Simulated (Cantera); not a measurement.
What does this Cantera script print?

```python
import numpy as np
import cantera as ct

gas_names = """
    H HO2 H2 H2O H2O2 Li LiH LiO LiOH Li2 Li2O Li2O2 Li2O2H2 O OH O2 O3
""".split()
cond_names = """
    H2O(s) H2O(L) Li(cr) Li(L) LiH(s) LiH(L) LiOH(s) LiOH(L) Li2O(s) Li2O(L)
""".split()


def load(file, names, dense=False):
    # The tables refer to 1 bar. Condensed volumes are neglected.
    table = {s.name: s for s in ct.Species.list_from_file(file)}
    out = []
    for n in names:
        d = dict(table[n].input_data)
        d["thermo"] = dict(d["thermo"], **{"reference-pressure": 1e5})
        if dense:
            d["equation-of-state"] = {"model": "constant-volume", "density": "1e6 g/cm^3"}
        out.append(ct.Species.from_dict(d))
    return out


gas = ct.Solution(thermo="ideal-gas", species=load("nasa_gas.yaml", gas_names))
cond = {s.name: ct.Solution(thermo="fixed-stoichiometry", species=[s], name=s.name)
        for s in load("nasa_condensed.yaml", cond_names, dense=True)}
atoms = {
    'LiOH': {'Li': 1, 'O': 1, 'H': 1},
    'H2O': {'H': 2, 'O': 1},
    'O2': {'O': 2},
}
top_T = {}  # K; cautious upper limits of use, not melting points


def equilibrate(T, P, feed):
    n = {}
    for name, mol in feed.items():
        for a, k in atoms[name].items():
            n[a] = n.get(a, 0.0) + k * mol
    gas.TPX = T, P, n
    mass = sum(n.values()) * gas.mean_molecular_weight
    gas.equilibrate("TP")
    valid = [c for c in cond.values() if c.min_temp <= T <= top_T.get(c.name, c.max_temp)]
    mix = ct.Mixture([(gas, mass / gas.mean_molecular_weight)] + [(c, 0.0) for c in valid])
    mix.T, mix.P = T, P
    mix.equilibrate("TP", solver="vcs", rtol=1e-11, max_steps=5000)
    return mix


results = []
feed = {'LiOH': 1, 'H2O': 0.13, 'O2': 0.75}  # mol
P = 100000  # Pa
for T in [1275, 1325, 1375, 1425, 1475, 1525, 1575, 1625, 1675, 1725]:
    mix = equilibrate(T, P, feed)
    results.append((T, P, feed, dict(zip(mix.species_names, mix.species_moles))))

top = {s: max(r[3][s] / sum(r[3][g] for g in gas_names) for r in results) for s in gas_names}
cols = sorted((s for s in top if top[s] > 0.001), key=lambda s: -top[s])[:5]
seen = [c for c in cond_names if any(r[3].get(c, 0) > 1e-12 for r in results)]
print("log10 of partial pressures in bar; condensed amounts in mol")
print(f"{'T/K':>10s}" + "".join(f"{s[:9]:>10s}" for s in cols + seen))
for T, P, feed, n in results:
    ng = sum(n[g] for g in gas_names)
    print(f"{T:10.4g}" + "".join(f"{np.log10(max(n[s] / ng * P / 1e5, 1e-99)):10.3f}" for s in cols)
          + "".join(f"{n.get(c, 0):10.4g}" for c in seen))
```

Result:

```
log10 of partial pressures in bar; condensed amounts in mol
       T/K        O2       H2O      LiOH   Li2O2H2        OH   Li2O(s)
      1275    -0.265    -0.342    -2.780    -3.942    -4.675    0.4987
      1325    -0.266    -0.343    -2.503    -3.770    -4.424    0.4976
      1375    -0.266    -0.345    -2.247    -3.614    -4.192    0.4957
      1425    -0.267    -0.348    -2.011    -3.471    -3.976    0.4928
      1475    -0.268    -0.352    -1.793    -3.342    -3.777    0.4882
      1525    -0.271    -0.359    -1.591    -3.225    -3.592    0.4813
      1575    -0.274    -0.370    -1.405    -3.120    -3.420    0.4712
      1625    -0.278    -0.384    -1.234    -3.029    -3.263    0.4571
      1675    -0.284    -0.405    -1.077    -2.950    -3.118    0.4379
      1725    -0.291    -0.432    -0.934    -2.886    -2.986    0.4124
```

These are equilibrium values from Cantera (NASA tables, ideal gas, pure condensed phases), not measurements of a reactor.
